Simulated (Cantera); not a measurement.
Input: 1 mol SiHCl3, 1.3 mol HCl, 27 mol H2, 0.064 mol Cl2, held at 1425 K and 10.0 mbar.

Method: chemical equilibrium by Gibbs-energy minimisation in Cantera with the NASA 1993 tables (ideal gas, pure condensed phases). Candidate condensed phases: Si; 19 gas species. The tables' values for SiCl3 are old estimates; treat these amounts as uncertain. Rates play no part.

**Question.** What is the equilibrium state?

**Answer.** 
| Quantity | Result |
|---|---|
| x(H2) | 0.884 |
| x(HCl) | 0.0884 |
| x(SiCl2) | 0.0267 |
| x(SiCl3) | 0.00104 |
| x(SiCl4) | 0.000159 |
| x(SiHCl3) | 0.000125 |
| x(H) | 6.41e-5 |
| x(SiH2Cl2) | 1.49e-5 |
| x(Cl) | 5.25e-6 |
| n(Si(s)) | 0.149 mol |
| gas amount | 30.34 mol |
